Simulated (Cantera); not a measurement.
Input: 1 mol Si, 0.2 mol CO2, 890 mol N2, 0.043 mol O2, equilibrated at 0.940 Pa.

Equilibrium computed with Cantera from the NASA thermochemical tables; the gas is ideal and each condensed phase is pure. Candidate condensed phases: C, Si, SiC, SiO2, Si2N2O, Si3N4; 34 gas species. N2 is the only nitrogen source here; it is nearly inert below about 1500 K, so the nitride shown seldom forms there in practice. Mutual solubility and eutectic melting of coexisting phases are not modelled. Equilibrium is a limit: real reactors are often held back by kinetics, nucleation or transport.

x: gas mole fraction; n: condensed amount in mol.

```tsv
T (K)	x N2	x Si	x SiO	x CO	x SiN	x Si2N	x Si2C	n C(graphite)	n Si2N2O(s)	n Si3N4(s)	n SiC(s)	n Si(s)
900	1.00	<1e-12	<1e-12	4.34e-9	<1e-12	<1e-12	<1e-12	0.200	0.486	0.00934	0	0
975	1.00	<1e-12	1.84e-12	1.32e-7	<1e-12	<1e-12	<1e-12	0.200	0.486	0.00941	0	0
1050	1.000	<1e-12	[?]	[?]	<1e-12	<1e-12	<1e-12	[?]	0.484	0	[?]	0
1125	1.000	1.48e-11	5.67e-8	6.44e-5	<1e-12	<1e-12	<1e-12	0	0.429	0	0.143	0
1200	1.000	2.18e-9	1.98e-6	6.38e-5	4.24e-11	<1e-12	<1e-12	0	0.427	0	0.143	0
1275	1.000	[?]	[?]	[?]	2.25e-9	[?]	[?]	0	0.398	[?]	0.151	0
1350	0.999	6.97e-6	0.000480	6.60e-5	5.59e-8	2.25e-8	2.84e-9	0	0	0.142	0.141	0
1425	0.999	0.000171	0.000535	1.09e-5	9.44e-7	1.29e-6	1.40e-7	0	0	0	0.190	0.177
1500	0.999	0.000485	0.000477	6.89e-5	1.91e-6	1.24e-6	7.38e-7	0	0	0	0.138	0
1575	0.999	0.000795	0.000322	0.000224	2.31e-6	4.91e-7	7.12e-7	0	0	0	0	0
1650	0.999	0.000799	0.000321	0.000224	1.76e-6	8.69e-8	4.36e-8	0	0	0	0	0
1725	0.999	0.000800	0.000321	0.000224	1.37e-6	1.77e-8	3.36e-9	0	0	0	0	0
```

Task: What belongs in the gaps?

Result: 
- 1050, x SiO: 3.28e-10
- 1050, x CO: 2.52e-6
- 1050, n C(graphite): 0.165
- 1050, n SiC(s): 0.0325
- 1275, x Si: 1.85e-7
- 1275, x SiO: 4.33e-5
- 1275, x CO: 5.56e-5
- 1275, x Si2N: 2.20e-10
- 1275, x Si2C: 3.43e-11
- 1275, n Si3N4(s): 0.00494
